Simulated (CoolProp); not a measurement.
Saturated liquid density (kg/m³) of p-xylene: the reference equation beside estimates from Tc = 343.0 °C, pc = 3.532 MPa, ω = 0.324. Rackett uses Z = 0.29056 − 0.08775 ω.

Values from CoolProp's reference Helmholtz-energy equation of state, Zhou 2012.

```tsv
T (°C)	reference	Rackett	van der Waals	Peng-Robinson
22.65	858.7	847.7	485.1	831.9
41.85	842.0	831.4	476.8	819.8
60.95	825.2	814.8	468.2	806.7
80.05	808.1	797.6	459.2	792.7
99.25	790.5	779.9	449.8	777.4
118.35	772.5	761.7	439.9	760.9
137.55	753.8	742.6	429.5	742.9
156.65	734.4	722.9	418.6	723.3
175.75	714.2	702.3	407.0	701.8
194.95	692.7	680.5	394.6	677.9
214.05	669.9	657.4	381.4	651.6
233.15	645.3	632.7	367.0	622.0
```

Absolute difference from the reference over all 12 rows, mean and median: Rackett 1.5 and 1.4 %, van der Waals 43.1 and 43.1 %, Peng-Robinson 2.2 and 2.0 %.
